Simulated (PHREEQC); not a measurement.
A solution holds 0.016 mol CdCl2, 0.046 mol CuCl2, 0.0034 mol H2SO4 and 0.23 mol NaCl per kg of water, at 35 °C. Closed to the air; pH follows from the charge balance.

Model: ion-association model, phreeqc.dat, run in PHREEQC.

Each row changes one thing in this solution. Precipitation was switched off in this run.

```tsv
case	pH	ionic strength (mol/kgw)	Cl- (mol/kgw)	CdCl+ (mol/kgw)	CdCl2 (mol/kgw)	SO4-2 (mol/kgw)
as made	2.30	0.358	0.318	0.00849	0.00521	0.00179
NaCl replaced by FeCl2 at the same molality	2.31	0.754	0.515	0.00706	0.00614	0.00124
H2SO4 replaced by ZnSO4 at the same molality	4.44	0.360	0.317	0.00850	0.00520	0.00196
CuCl2 left out	2.30	0.251	0.241	0.00914	0.00458	0.00216
temperature from 35 to 20 °C	2.29	0.370	0.324	0.00869	0.00521	0.00182
NaCl replaced by HCl at the same molality	0.74	0.356	0.317	0.00850	0.00522	0.000405
CuCl2 replaced by CaCl2 at the same molality	2.31	0.385	0.331	0.00839	0.00529	0.00172
diluted 2-fold with water	2.58	0.186	0.163	0.00494	0.00178	0.000998
```

The ionic strength passes 0.7 mol/kgw, the rough limit of the ion-association models, in NaCl replaced by FeCl2 at the same molality. Species that the database lacks are ignored.
